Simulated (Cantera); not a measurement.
# Equilibrium for silicon nitride deposition: trisilylamine + N2

Feed: 1 mol trisilylamine, 27 mol N2, at 5.30 Pa.

These are equilibrium values from Cantera (NASA tables, ideal gas, pure condensed phases), not measurements of a reactor. Candidate condensed phases: Si, Si3N4; 18 gas species. The feed counts by its element totals alone. The tables' values for SiN are old estimates; treat these amounts as uncertain. Kinetics and transport are ignored.

```tsv
T (K)	x N2	x H2	x Si	x H	x Si2	x Si2N	x SiH	n Si3N4(s)	n Si(s)	n Si(l)
1425	0.850	0.150	1.11e-5	0.000363	2.97e-9	6.74e-8	1.40e-7	1.000	0	0
1475	0.850	0.150	8.04e-5	0.000689	6.36e-8	8.35e-7	8.07e-7	0.999	0	0
1525	0.859	0.140	0.000356	0.00122	5.43e-7	4.30e-6	2.81e-6	0	2.99	0
1575	0.858	0.139	0.00108	0.00213	2.30e-6	1.13e-5	7.03e-6	0	2.96	0
1625	0.855	0.138	0.00307	0.00360	8.93e-6	2.80e-5	1.66e-5	0	2.90	0
1675	0.850	0.136	0.00819	0.00588	3.19e-5	6.53e-5	3.69e-5	0	2.73	0
1725	0.839	0.133	0.0192	0.00929	9.13e-5	0.000125	7.26e-5	0	0	2.35
1775	0.817	0.127	0.0414	0.0141	0.000232	0.000215	0.000132	0	0	1.56
1825	0.778	0.117	0.0825	0.0207	0.000516	0.000328	0.000218	0	0	0
1875	0.774	0.112	0.0831	0.0301	0.000303	0.000138	0.000187	0	0	0
```
x: gas mole fraction; n: condensed amount in mol.

From 1425 K to 1475 K the condensed part is Si3N4(s). From 1525 K to 1675 K the condensed part is Si(s). From 1725 K to 1775 K the condensed part is Si(l). From 1825 K to 1875 K nothing is condensed. The main Si-bearing gas is Si throughout.
